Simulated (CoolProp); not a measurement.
Model: reference Helmholtz-energy equation of state, Lemmon 2005, in CoolProp. It is a short technical equation, of lower accuracy than the large ones.

### Question
Give the vapour pressure (bar), vapour density (kg/m³), enthalpy of vaporisation (kJ/kg), liquid cp (kJ/(kg K)) of saturated isobutene at 67.45 °C.

### Answer
```json
[
 {"T (°C)": "67.45", "p (bar)": "9.29", "vapour density (kg/m³)": "22.7", "enthalpy of vaporisation (kJ/kg)": "304", "liquid cp (kJ/(kg K))": "2.67"}
]
```
